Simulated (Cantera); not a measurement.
An isothermal, constant-pressure homogeneous reactor starts with 0.109 % CO, 0.247 % O2, 0.0603 % H2O, 98.8 % N2, 0.771 % H2, equivalence ratio 1.8, at 1323 K and 0.880 bar.

Cantera simulation using GRI-Mech 3.0 (53 species, 325 reactions); the numbers are that mechanism's predictions, not measurements.

One state of this run: x CO = 0.000804; x O2 = 9.44e-5; x H2O = 0.00492; x H = 0.00231; x H2 = 0.00220; x NO = 5.66e-7; x HO2 = 2.86e-8. x: mole fraction; the columns are a selection and need not sum to one.

Q: Which value of t (s) does it belong to?
A. 2.61e-5
B. 0.307
C. 6.66e-5
D. 0.00283

A: D, 0.00283
